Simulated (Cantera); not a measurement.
Input (Python, Cantera) and output of one run.

```python
import numpy as np
import cantera as ct

gas_names = """
    AL ALH ALO ALOH ALO2 ALO2H AL2 AL2O AL2O2 H HALO HO2 H2 H2O H2O2 O OH O2 O3 Si SiH SiH2 SiH3 SiH4
    SiO SiO2 Si2 Si3
""".split()
cond_names = """
    AL(cr) AL(L) AL2O3(a) AL2O3(L) AL2SiO5(an) AL6Si2O13(s) H2O(s) H2O(L) Si(cr) Si(L) SiO2(Lqz)
    SiO2(hqz) SiO2(L)
""".split()


def load(file, names, dense=False):
    # The tables refer to 1 bar. Condensed volumes are neglected.
    table = {s.name: s for s in ct.Species.list_from_file(file)}
    out = []
    for n in names:
        d = dict(table[n].input_data)
        d["thermo"] = dict(d["thermo"], **{"reference-pressure": 1e5})
        if dense:
            d["equation-of-state"] = {"model": "constant-volume", "density": "1e6 g/cm^3"}
        out.append(ct.Species.from_dict(d))
    return out


gas = ct.Solution(thermo="ideal-gas", species=load("nasa_gas.yaml", gas_names))
cond = {s.name: ct.Solution(thermo="fixed-stoichiometry", species=[s], name=s.name)
        for s in load("nasa_condensed.yaml", cond_names, dense=True)}
atoms = {
    'SiO2': {'Si': 1, 'O': 2},
    'Al2O3': {'AL': 2, 'O': 3},
    'H2': {'H': 2},
}
top_T = {'AL2SiO5(an)': 2000, 'AL6Si2O13(s)': 2100}  # K; cautious upper limits of use, not melting points


def equilibrate(T, P, feed):
    n = {}
    for name, mol in feed.items():
        for a, k in atoms[name].items():
            n[a] = n.get(a, 0.0) + k * mol
    gas.TPX = T, P, n
    mass = sum(n.values()) * gas.mean_molecular_weight
    gas.equilibrate("TP")
    valid = [c for c in cond.values() if c.min_temp <= T <= top_T.get(c.name, c.max_temp)]
    mix = ct.Mixture([(gas, mass / gas.mean_molecular_weight)] + [(c, 0.0) for c in valid])
    mix.T, mix.P = T, P
    mix.equilibrate("TP", solver="vcs", rtol=1e-11, max_steps=5000)
    return mix


results = []
feed = {'SiO2': 1, 'Al2O3': 2.7, 'H2': 65}  # mol
T = 998.15  # K
P = 22  # Pa
mix = equilibrate(T, P, feed)
results.append((T, P, feed, dict(zip(mix.species_names, mix.species_moles))))
print(gas.report(threshold=1e-06))
for i in range(1, mix.n_phases):
    print(f"{mix.phase(i).name:16s} {mix.phase_moles(i):12.5e} mol")
```

Output:

```
       temperature   998.15 K
          pressure   22 Pa
           density   5.3442e-06 kg/m^3
  mean mol. weight   2.016 kg/kmol
   phase of matter   gas

                          1 kg             1 kmol
                     ---------------   ---------------
          enthalpy        1.0233e+07        2.0631e+07  J
   internal energy        6.1169e+06        1.2332e+07  J
           entropy        1.1716e+05         2.362e+05  J/K
    Gibbs function       -1.0671e+08       -2.1514e+08  J
 heat capacity c_p             14962             30163  J/K
 heat capacity c_v             10838             21849  J/K

                      mass frac. Y      mole frac. X     chem. pot. / RT
                     ---------------   ---------------   ---------------
                H2                 1                 1           -25.923
     [  +27 minor]        1.0705e-06        2.1039e-07

AL(L)             0.00000e+00 mol
AL2O3(a)          1.70000e+00 mol
AL2SiO5(an)       9.99998e-01 mol
AL6Si2O13(s)      0.00000e+00 mol
Si(cr)            0.00000e+00 mol
SiO2(hqz)         0.00000e+00 mol
```

Cantera equilibrium calculation (NASA polynomials, part measured and part estimated; ideal gas, pure solids and liquids). Condensed phases not in the tables: alloys, solid solutions and most ternary compounds.
